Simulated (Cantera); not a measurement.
Input: 1 mol Ti(OiPr)4, 0.29 mol O2, 0.11 mol C3H8, at 1150 K and 0.100 bar.

Cantera equilibrium calculation (NASA polynomials, part measured and part estimated; ideal gas, pure solids and liquids). Candidate condensed phases: C, C6H6, C7H8, C8H18, H2O, Ti, TiC, TiO, TiO2, Ti2O3, Ti3O5, Ti4O7; 113 gas species. The feed counts by its element totals alone. The numbers say what is thermodynamically allowed, not how fast it happens.

Base state: H2 0.846, CO 0.151, CH4 0.00168, H2O 0.000600, CO2 9.01e-5 (mole fractions); condensed: C(graphite) + TiO2(rutile).

**Question.** What changes in the equilibrium state with this change: temperature from 1150 K to 1600 K?

**Answer.** 
```tsv
species	before	after
H2	0.846	0.759
CO	0.151	0.241
H	2.17e-7	0.000150
CH4	0.00168	9.40e-5
C2H2 (acetylene)	3.27e-8	2.09e-5
CO2	9.01e-5	1.69e-6
H2O	0.000600	1.60e-5
C(graphite), mol	9.73	6.75
TiO2(rutile), mol	1.00	0
TiC(s), mol	0	1.00
```
TiC: taken at fixed stoichiometry.

**Question.** What changes in the equilibrium state with this change: temperature from 1150 K to 1100 K?

**Answer.** 
```tsv
species	before	after
H2	0.846	0.845
CO	0.151	0.151
CH4	0.00168	0.00257
H2O	0.000600	0.00114
CO2	9.01e-5	0.000200
C(graphite), mol	9.73	9.73
TiO2(rutile), mol	1.00	1.00
```
